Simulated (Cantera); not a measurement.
## N2O furnace oxynitridation

An isothermal, constant-pressure homogeneous reactor starts with 2.93 % N2O, 0.178 % H2, 96.9 % N2, at 1075 K and 0.0118 atm.

Computed with Cantera and GRI-Mech 3.0 (53 species, 325 reactions). GRI-Mech 3.0 was tuned for natural gas; its chemistry of N2O as a main component is partial and can be far from experiment. Radical loss at walls, strong at low pressure, is not modelled. The mechanism lacks 2 NO + O2 → 2 NO2 and HONO, so NO2 and the effect of NO are under-described below about 1400 K.

```tsv
t (s)	x N2O	x H2	x H	x H2O2	x HO2	x H2O
3.00e-5	0.0293	0.00178	<1e-12	<1e-12	<1e-12	<1e-12
8.35e-5	0.0293	0.00178	2.05e-12	<1e-12	<1e-12	<1e-12
0.000232	0.0293	0.00178	1.58e-11	<1e-12	<1e-12	<1e-12
0.000646	0.0293	0.00178	1.23e-10	<1e-12	<1e-12	9.85e-12
0.00180	0.0293	0.00178	9.51e-10	<1e-12	<1e-12	1.98e-10
0.00500	0.0293	0.00178	7.01e-9	<1e-12	3.78e-12	3.61e-9
0.0139	0.0293	0.00178	4.33e-8	<1e-12	5.97e-11	5.71e-8
0.0387	0.0293	0.00178	1.90e-7	<1e-12	7.36e-10	7.19e-7
0.108	0.0293	0.00178	5.96e-7	7.47e-12	5.82e-9	6.88e-6
0.300	0.0293	0.00173	1.49e-6	6.07e-11	1.60e-8	5.26e-5
0.834	0.0290	0.00146	2.77e-6	1.14e-10	1.86e-8	0.000317
2.32	0.0281	0.000625	1.93e-6	1.96e-10	3.23e-8	0.00116
6.46	0.0275	7.56e-5	1.35e-7	1.36e-10	5.24e-8	0.00171
18.0	0.0273	3.80e-6	5.10e-9	5.49e-11	3.54e-8	0.00178
50.0	0.0268	1.42e-8	1.22e-9	3.31e-11	2.37e-8	0.00178
```
x: mole fraction; the columns are a selection and need not sum to one.

Equilibrium at this temperature and pressure: N2O 1.81e-10, H2 9.73e-11, H 1.33e-12, H2O2 <1e-12, HO2 1.60e-11, H2O 0.00176 (gas phase only).
